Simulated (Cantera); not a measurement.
Feed: 1 mol SiH4, 8.5 mol N2, held at 1848.15 K and 0.170 bar.

Cantera equilibrium calculation (NASA polynomials, part measured and part estimated; ideal gas, pure solids and liquids). Candidate condensed phases: Si, Si3N4; 18 gas species. Kinetics and transport are ignored.

Base state: N2 0.796, H2 0.203, H 0.000580 (mole fractions); condensed: Si3N4(s).

Q: What changes in the equilibrium state with this change: pressure from 0.170 bar to 1.33 mbar?

A: 
```
species          before    after
-------------  --------  -------
N2                0.796    0.803
H2                0.203    0.186
H              0.000580  0.00627
Si              9.96e-6  0.00471
Si2             1.87e-8  3.28e-5
Si2N            5.80e-7  9.08e-5
SiN             1.41e-6  5.95e-5
SiH             1.84e-6  7.39e-5
Si3N4(s), mol     0.333        0
Si(l), mol            0    0.946
```
The tables' values for SiN are old estimates; treat these amounts as uncertain.

Q: What changes in the equilibrium state with this change: SiH4 replaced by SiH2Cl2?

A: 
| species | before | after |
|---|---|---|
| N2 | 0.796 | 0.806 |
| HCl | 0 | 0.0690 |
| H2 | 0.203 | 0.0630 |
| SiCl2 | 0 | 0.0585 |
| SiCl3 | 0 | 0.00272 |
| Cl | 0 | 0.000269 |
| SiCl4 | 0 | 0.000187 |
| SiCl | 0 | 7.34e-5 |
| Si3N4(s), mol | 0.333 | 0.123 |
The tables' values for SiCl3, SiCl are old estimates; treat these amounts as uncertain. Further candidate phases: NH4Cl.
